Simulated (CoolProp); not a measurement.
Values from CoolProp's reference Helmholtz-energy equation of state, Lemmon 2013.

**Question.** Give the vapour pressure (MPa), enthalpy of vaporisation (kJ/kg), liquid viscosity (µPa s) of saturated propylene at 280.6, 284.6 K.

**Answer.** 
```
T (K)  p (MPa)  enthalpy of vaporisation (kJ/kg)  liquid viscosity (µPa s)
-----  -------  --------------------------------  ------------------------
280.6    0.725                               366                       112
284.6    0.810                               359                       108
```

Viscosity comes from a separate model (Huber 2003), an estimate that may be off by 10 % or more.
